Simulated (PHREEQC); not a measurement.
Consider water at 25 °C with 9.6 mmol/kgw KH2PO4 and 3.5 mmol/kgw NaOH. Closed to the air; pH follows from the charge balance.

The numbers come from PHREEQC with the ion-association model, phreeqc.dat.

Each row changes one thing in this solution. No solid was allowed to form.

```
case                                               pH  ionic strength (mol/kgw)  H2PO4- (mol/kgw)  HPO4-2 (mol/kgw)  KHPO4- (mol/kgw)
----------------------------------------------  -----  ------------------------  ----------------  ----------------  ----------------
as made                                          6.80                    0.0165           0.00610           0.00345           3.87e-5
KH2PO4 replaced by K2HPO4 at the same molality  11.22                    0.0349           4.63e-7           0.00794          0.000149
diluted 10-fold with water                       6.91                   0.00166          0.000610          0.000349           5.46e-7
NaOH from 0.0035 to 0.035 mol/kgw               12.17                    0.0670           1.70e-8               [?]           2.31e-5
NaOH left out                                    4.73                   0.00966           0.00953           4.32e-5               [?]
temperature from 25 to 35 °C                     6.77                    0.0165           0.00610           0.00345           3.84e-5
```

Question: Complete the blanks.

Answer: 
- NaOH from 0.0035 to 0.035 mol/kgw, HPO4-2 (mol/kgw): 0.00298
- NaOH left out, KHPO4- (mol/kgw): 5.40e-7

Complexes and solids missing from the database can't appear.
